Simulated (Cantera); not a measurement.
Input: 1 mol PbO, 2500 mol H2, 65 mol N2, held at 1.00 bar.

Cantera equilibrium calculation (NASA polynomials, part measured and part estimated; ideal gas, pure solids and liquids). Candidate condensed phases: H2O, Pb, PbO, PbO2, Pb3O4; 27 gas species. The numbers say what is thermodynamically allowed, not how fast it happens.

x: gas mole fraction; n: condensed amount in mol.

```json
[
 {"T (K)": "950", "x H2": "0.974", "x N2": "0.0253", "x H": "5.49e-10", "x H2O": "0.000390", "x Pb": "5.03e-6", "n Pb(l)": "0.987"},
 {"T (K)": "1050", "x H2": "0.974", "x N2": "0.0253", "x H": "…", "x H2O": "0.000390", "x Pb": "…", "n Pb(l)": "…"},
 {"T (K)": "1150", "x H2": "0.974", "x N2": "0.0253", "x H": "7.36e-8", "x H2O": "0.000390", "x Pb": "0.000290", "n Pb(l)": "0.257"},
 {"T (K)": "1250", "x H2": "0.974", "x N2": "0.0253", "x H": "…", "x H2O": "0.000390", "x Pb": "0.000390", "n Pb(l)": "0"},
 {"T (K)": "1350", "x H2": "0.974", "x N2": "0.0253", "x H": "2.35e-6", "x H2O": "0.000390", "x Pb": "0.000390", "n Pb(l)": "0"},
 {"T (K)": "1450", "x H2": "0.974", "x N2": "0.0253", "x H": "9.33e-6", "x H2O": "0.000390", "x Pb": "0.000390", "n Pb(l)": "0"},
 {"T (K)": "1550", "x H2": "0.974", "x N2": "0.0253", "x H": "3.11e-5", "x H2O": "0.000390", "x Pb": "0.000390", "n Pb(l)": "0"},
 {"T (K)": "1650", "x H2": "0.974", "x N2": "0.0253", "x H": "8.96e-5", "x H2O": "0.000390", "x Pb": "0.000390", "n Pb(l)": "0"},
 {"T (K)": "1750", "x H2": "0.974", "x N2": "0.0253", "x H": "0.000229", "x H2O": "0.000390", "x Pb": "0.000390", "n Pb(l)": "0"},
 {"T (K)": "1850", "x H2": "0.973", "x N2": "0.0253", "x H": "0.000531", "x H2O": "0.000390", "x Pb": "0.000390", "n Pb(l)": "0"}
]
```

**Question.** Complete the blanks.

**Answer.** 
- 1250, x H: 4.77e-7
- 1050, x H: 8.01e-9
- 1050, x Pb: 4.65e-5
- 1050, n Pb(l): 0.881
